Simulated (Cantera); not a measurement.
Mixture: CH₄ : O₂ : N₂ = 1 : 3.39 : 12.7 (molar parts), equivalence ratio 0.59, at 585 Torr, adiabatic and at constant pressure. Ignition delay is the time to a rise of 400 K.

Cantera simulation using GRI-Mech 3.0 (53 species, 325 reactions); the numbers are that mechanism's predictions, not measurements.

Predict: delay at 1273 K; delay at 1423 K; delay at 1573 K; delay at 1723 K; delay at 1873 K; apparent activation energy between 1723 and 1873 K.


- delay at 1273 K: 15.4 ms
- delay at 1423 K: 2.55 ms
- delay at 1573 K: 0.631 ms
- delay at 1723 K: 0.217 ms
- delay at 1873 K: 91.9 µs
- apparent activation energy between 1723 and 1873 K: 150 kJ/mol
